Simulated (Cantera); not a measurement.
Feed: 1 mol Si, 14 mol HF, 1.3 mol H₂, held at 1048.15 K and 45.0 Pa.

Cantera equilibrium calculation (NASA polynomials, part measured and part estimated; ideal gas, pure solids and liquids). Candidate condensed phases: Si; 25 gas species. Equilibrium is a limit: real reactors are often held back by kinetics, nucleation or transport.

Base state: HF 0.699, H₂ 0.231, SiF₄ 0.0699 (mole fractions); condensed: gas only.

What changes in the equilibrium state with this change: temperature from 1048.15 K to 1700 K?


```csv
species,before,after
HF,0.699,0.703
H₂,0.231,0.224
SiF₄,0.0699,0.0625
SiF₃,1.23e-7,0.00670
SiF₂,<1e-9,0.000300
H,1.76e-7,0.00329
SiHF₃,1.06e-7,3.47e-5
```
The tables' values for SiF₃, SiF₂ are old estimates; treat these amounts as uncertain.
